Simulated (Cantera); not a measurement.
A closed system holds: 1 mol Cu2O, 0.98 mol H2, 29 mol N2, held at 1.40 bar.

Method: chemical equilibrium by Gibbs-energy minimisation in Cantera with the NASA 1993 tables (ideal gas, pure condensed phases). Candidate condensed phases: Cu, CuO, Cu(OH)2, Cu2O, H2O; 27 gas species. Each liquid is taken as pure. Mutual solubility and eutectic melting of coexisting phases are not modelled. Kinetics and transport are ignored.

Q: Which condensed phases are stable at each of these points (T (K)): 925, 1025, 1125, 1225, 1325, 1425, 1525, 1625, 1725, 1825, 1925, 2025, 2125?

A: 
| T (K) | condensed phases | Cu condensed (%) |
|---|---|---|
| 925 | Cu(s) + Cu2O(s) | 100.0 |
| 1025 | Cu(s) + Cu2O(s) | 100.0 |
| 1125 | Cu(s) + Cu2O(s) | 100.0 |
| 1225 | Cu(s) + Cu2O(s) | 100.0 |
| 1325 | Cu(s) + Cu2O(s) | 100.0 |
| 1425 | Cu(l) + Cu2O(s) | 100.0 |
| 1525 | Cu(l) + Cu2O(l) | 100.0 |
| 1625 | Cu(l) | 99.9 |
| 1725 | Cu(l) | 99.8 |
| 1825 | Cu(l) | 99.2 |
| 1925 | Cu(l) | 97.7 |
| 2025 | Cu(l) | 94.1 |
| 2125 | Cu(l) | 85.9 |

From 925 K to 1325 K the condensed part is Cu(s) + Cu2O(s). At 1425 K the condensed part is Cu(l) + Cu2O(s). At 1525 K the condensed part is Cu(l) + Cu2O(l). From 1625 K to 2125 K the condensed part is Cu(l).
